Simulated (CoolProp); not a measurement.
Vapour-liquid equilibrium of methanol (1) + hexamethyldisiloxane (MM) (2) at 0.186 MPa; x and y are mole fractions of (1).

Values from CoolProp's multi-fluid Helmholtz-energy mixture model, de Reuck 1993 and Thol 2016; pair parameters Bell 2016.

| x | bubble temperature (K) | y at the bubble point | dew temperature at overall composition x (K) | liquid density (mol/L) |
|---|---|---|---|---|
| 0.05 | 387.0 | 0.228 | 394.2 | 4.250 |
| 0.2 | 369.5 | 0.579 | 388.1 | 5.122 |
| 0.35 | 361.2 | 0.713 | 381.4 | 6.203 |
| 0.5 | 357.5 | 0.773 | 373.9 | 7.669 |
| 0.65 | 355.7 | 0.811 | 365.2 | 9.829 |
| 0.8 | 354.6 | 0.857 | 356.1 | 13.30 |
| 0.95 | 353.9 | 0.952 | 353.9 | 19.54 |

No azeotrope shows between x = 0.05 and 0.95.

Pair parameters are fitted to limited data, so mixtures are less certain than the pure fluids.
